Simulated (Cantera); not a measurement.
A closed system holds: 1 mol B, 0.51 mol O2, 85 mol N2, at 1548 K and 0.290 bar.

Equilibrium computed with Cantera from the NASA thermochemical tables; the gas is ideal and each condensed phase is pure. Candidate condensed phases: B, BN, B2O3; 17 gas species. Mutual solubility and eutectic melting of coexisting phases are not modelled. Equilibrium is a limit: real reactors are often held back by kinetics, nucleation or transport.

Base state: N2 1.000, B2O3 0.000193 (mole fractions); condensed: BN(s) + B2O3(l).

What changes in the equilibrium state with this change: B replaced by B2O3?


```csv
species,before,after
N2,1.000,0.994
O2,<1e-9,0.00581
NO,<1e-9,0.000287
B2O3,0.000193,0.000193
BO2,1.13e-8,1.72e-5
"BN(s), mol",0.320,0
"B2O3(l), mol",0.323,0.983
```
